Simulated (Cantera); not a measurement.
An isothermal, constant-pressure homogeneous reactor starts with 58.1 % CH₄, 41.9 % H₂O, at 1575 K and 90.0 Torr.

Computed with Cantera and GRI-Mech 3.0 (53 species, 325 reactions). GRI-Mech 3.0 stops at C3 and has no aromatics, soot or wall deposition, so with more carbon than oxygen in the feed, carbon stays in small species such as C2H2 where larger ones or solid carbon would form.

x: mole fraction; the columns are a selection and need not sum to one.

| t (s) | x CH₄ | x H₂O | x CH₂O | x CH₃ | x C₂H₆ | x OH |
|---|---|---|---|---|---|---|
| 0.000100 | 0.581 | 0.419 | 5.23e-10 | ___ | 1.44e-7 | 9.29e-8 |
| 0.000226 | 0.581 | 0.419 | 5.69e-9 | ___ | 1.57e-6 | 2.01e-7 |
| 0.000511 | 0.581 | 0.419 | 5.84e-8 | ___ | 1.52e-5 | 4.19e-7 |
| 0.00115 | 0.580 | 0.418 | 4.68e-7 | ___ | 0.000104 | 7.58e-7 |
| 0.00261 | 0.578 | 0.418 | 2.39e-6 | ___ | 0.000411 | 1.18e-6 |
| 0.00589 | 0.571 | 0.417 | 7.04e-6 | ___ | 0.00103 | 1.71e-6 |
| 0.0133 | 0.546 | 0.412 | 1.03e-5 | ___ | 0.00149 | 2.06e-6 |
| 0.0301 | 0.488 | 0.398 | 8.00e-6 | ___ | 0.00109 | 1.91e-6 |
| 0.0679 | 0.401 | 0.373 | 4.81e-6 | ___ | 0.000602 | 1.66e-6 |
| 0.153 | 0.296 | 0.342 | 2.69e-6 | ___ | 0.000294 | 1.49e-6 |
| 0.347 | 0.189 | 0.309 | 1.40e-6 | ___ | 0.000119 | 1.39e-6 |
| 0.784 | 0.102 | 0.274 | 6.76e-7 | ___ | 3.85e-5 | 1.35e-6 |
| 1.77 | 0.0523 | 0.235 | 3.18e-7 | ___ | 1.14e-5 | 1.28e-6 |
| 4.00 | 0.0335 | 0.184 | 1.59e-7 | ___ | 4.75e-6 | 1.02e-6 |

Q: Complete the blanks.

A: 
- 0.000100, x CH₃: 6.83e-5
- 0.000226, x CH₃: 0.000152
- 0.000511, x CH₃: 0.000320
- 0.00115, x CH₃: 0.000580
- 0.00261, x CH₃: 0.000903
- 0.00589, x CH₃: 0.00129
- 0.0133, x CH₃: 0.00152
- 0.0301, x CH₃: 0.00131
- 0.0679, x CH₃: 0.000999
- 0.153, x CH₃: 0.000720
- 0.347, x CH₃: 0.000476
- 0.784, x CH₃: 0.000283
- 1.77, x CH₃: 0.000160
- 4.00, x CH₃: 0.000105
